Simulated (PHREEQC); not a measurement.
Metal-bearing waste water: an equilibrium model

Consider water at 75 °C with 0.0018 mol MnSO4, 0.036 mol CuCl2, 3.6e-05 mol HCl and 0.0031 mol Na2SO4 per kg of water. Closed to the air; pH follows from the charge balance.

All values are PHREEQC results (ion-association model, wateq4f.dat), not measurements.

Precipitation was switched off in this run.

Task: Estimate the pH, ionic strength.

Result: pH 4.00; ionic strength 0.0920 mol/kgw.

Task: In which forms is Cl present?

Result: Cl- 84 %, CuCl+ 15 %, CuCl2 0.9 % of the Cl.

Examples of supersaturated solids here: Atacamite. Others may be too. Constants without temperature data keep their 25 °C values here.
